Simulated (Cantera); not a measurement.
An adiabatic, constant-volume homogeneous reactor starts with CH₄ : O₂ : N₂ = 1 : 5.13 : 13.3 (molar parts), equivalence ratio 0.39, at 1225 K and 750 Torr.

Detailed kinetics in Cantera: GRI-Mech 3.0 (53 species, 325 reactions).

Q: Predict: time of steepest temperature rise; temperature at 0.300 s; equilibrium temperature; x(O₂) at 0.300 s; x(H) at 0.300 s.

A: 
| Item | Result |
|---|---|
| time of steepest temperature rise | 14.1 ms |
| temperature at 0.300 s | 2440 K |
| equilibrium temperature | 2440 K |
| x(O₂) at 0.300 s | 0.150 (gas-phase equilibrium 0.150) |
| x(H) at 0.300 s | 0.000382 (gas-phase equilibrium 0.000382) |
